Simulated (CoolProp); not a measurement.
Saturation properties of vinyl chloride (Tc = 425.0 K, pc = 56.00 bar, ω = 0.160).

Computed with CoolProp (reference Helmholtz-energy equation of state, Thol 2022).

| T (K) | p (bar) | liquid density (kg/m³) | vapour density (kg/m³) | enthalpy of vaporisation (kJ/kg) |
|---|---|---|---|---|
| 245.8 | 0.5627 | 993.8 | 1.754 | 366.1 |
| 258.8 | 0.9943 | 970.9 | 2.974 | 355.7 |
| 271.9 | 1.656 | 947.6 | 4.775 | 345.0 |
| 284.9 | 2.605 | 924.0 | 7.288 | 334.0 |
| 298 | 3.932 | 899.6 | 10.73 | 322.4 |
| 311 | 5.697 | 874.5 | 15.27 | 310.2 |
| 324.1 | 8.011 | 848.2 | 21.23 | 297.0 |
| 337.1 | 10.93 | 820.6 | 28.85 | 282.7 |
| 350.2 | 14.60 | 790.9 | 38.72 | 266.8 |
| 363.2 | 19.06 | 758.7 | 51.36 | 248.9 |

It boils at 259.3 K under 1 atm.
